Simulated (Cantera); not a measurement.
Feed: 1 mol Fe, 2.1 mol CO₂, 5.1 mol CO, equilibrated at 1775 K and 1 atm.

Cantera equilibrium calculation (NASA polynomials, part measured and part estimated; ideal gas, pure solids and liquids). Candidate condensed phases: C, Fe, Fe(CO)₅, FeO, Fe₂O₃, Fe₃O₄; 15 gas species. The tables' stoichiometric FeO is somewhat more stable than real wüstite, so its field is too wide. FeO: taken at fixed stoichiometry. Equilibrium is a limit: real reactors are often held back by kinetics, nucleation or transport.

Base state: CO 0.847, CO₂ 0.153, Fe 1.37e-5 (mole fractions); condensed: FeO(l).

**Question.** What changes in the equilibrium state with this change: Fe replaced by Ti?

**Answer.** 
```csv
species,before,after
CO,0.847,0.976
CO₂,0.153,0.0237
Fe,1.37e-5,0
"FeO(l), mol",1.000,0
"TiO₂(rutile), mol",0,0.716
"Ti₄O₇(s), mol",0,0.0710
```
Mutual solubility and eutectic melting of coexisting phases are not modelled. Condensed phases not in the tables: Magnéli phases beyond Ti₄O₇. Further candidate phases: Ti, TiC, TiO, TiO₂, Ti₂O₃, Ti₃O₅, Ti₄O₇.

**Question.** What changes in the equilibrium state with this change: temperature from 1775 K to 1048 K?

**Answer.** 
```csv
species,before,after
CO,0.847,0.808
CO₂,0.153,0.192
Fe,1.37e-5,<1e-9
"FeO(l), mol",1.000,0
"Fe(α), mol",0,0.283
"FeO(s), mol",0,0.717
```
Mutual solubility and eutectic melting of coexisting phases are not modelled.
